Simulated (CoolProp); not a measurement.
Computed with CoolProp (reference Helmholtz-energy equation of state, Lemmon 2005). It is a short technical equation, of lower accuracy than the large ones.

**Question.** For isobutene, give the phase and the cp (kJ/(kg K)), speed of sound (m/s) at 505.3 K and 68.5 kPa; 154.9 K and 1660 kPa.

**Answer.** 
- 505.3 K and 68.5 kPa: gas; cp 2.35, speed of sound 282
- 154.9 K and 1660 kPa: liquid; cp 1.92, speed of sound 1710
